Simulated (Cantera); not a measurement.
Input: 1 mol CH₃SiCl₃, 0.0052 mol C₃H₈, 2.3 mol H₂, equilibrated at 0.00980 bar.

Cantera equilibrium calculation (NASA polynomials, part measured and part estimated; ideal gas, pure solids and liquids). Candidate condensed phases: C, C₆H₆, C₇H₈, C₈H₁₈, Si, SiC; 109 gas species. The feed counts by its element totals alone. Gases not in the tables: Si₂H₆ and higher silanes. Equilibrium is a limit: real reactors are often held back by kinetics, nucleation or transport.

Question: Which condensed phases are stable at each of these points (T (K)): 925, 1075, 1225, 1375, 1525, 1675, 1825, 1975, 2125, 2275, 2425, 2575?

Answer: 
| T (K) | condensed phases | Si condensed (%) |
|---|---|---|
| 925 | C(graphite) + SiC(s) | 42.1 |
| 1075 | C(graphite) + SiC(s) | 62.6 |
| 1225 | C(graphite) + SiC(s) | 82.3 |
| 1375 | C(graphite) + SiC(s) | 90.9 |
| 1525 | C(graphite) + SiC(s) | 89.7 |
| 1675 | C(graphite) + SiC(s) | 84.8 |
| 1825 | C(graphite) + SiC(s) | 78.6 |
| 1975 | C(graphite) + SiC(s) | 71.9 |
| 2125 | C(graphite) + SiC(s) | 64.6 |
| 2275 | C(graphite) + SiC(s) | 51.9 |
| 2425 | C(graphite) + SiC(s) | 2.0 |
| 2575 | C(graphite) | 0.0 |

From 925 K to 2425 K the condensed part is C(graphite) + SiC(s). At 2575 K the condensed part is C(graphite).
